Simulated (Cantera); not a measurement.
# Al + I2 + N2 + H2O (chemical vapour transport)

A closed system holds: 1 mol Al, 0.41 mol I2, 0.046 mol N2, 0.00092 mol H2O, equilibrated at 825 Torr.

Cantera equilibrium calculation (NASA polynomials, part measured and part estimated; ideal gas, pure solids and liquids). Candidate condensed phases: Al, AlI3, AlN, Al2O3, H2O, I2; 41 gas species. Mutual solubility and eutectic melting of coexisting phases are not modelled. Kinetics and transport are ignored.

```
T (K)  log p AlI3  log p AlI  log p H2  log p Al2I6  log p I  n Al(l)  n AlN(s)  n Al2O3(s)
-----  ----------  ---------  --------  -----------  -------  -------  --------  ----------
1123         0.00      -1.01     -2.46        -2.51    -4.40    0.617    0.0920    0.000307
1173        -0.03      -0.79     -2.48        -2.74    -4.06    0.604    0.0920    0.000307
1223        -0.08      -0.59     -2.52        -2.99    -3.75    0.584    0.0920    0.000307
1273        -0.15      -0.42     -2.56        -3.28    -3.48    0.552    0.0920    0.000307
1323        -0.25      -0.27     -2.62        -3.62    -3.23    0.504    0.0920    0.000307
1373        -0.40      -0.16     -2.70        -4.03    -3.03    0.434    0.0920    0.000307
1423        -0.60      -0.07     -2.78        -4.56    -2.86    0.345    0.0920    0.000306
1473        -0.86      -0.02     -2.85        -5.18    -2.72    0.252    0.0920    0.000306
```
log p: log10 of the partial pressure in bar; n: condensed amount in mol.

From 1123 K to 1473 K the condensed part is Al(l) + AlN(s) + Al2O3(s). The main Al-bearing gas is AlI3 at 1123 K and AlI at 1473 K. The share of Al in condensed phases is highest at 1123 K (71.0 %) and lowest at 1473 K (34.5 %).
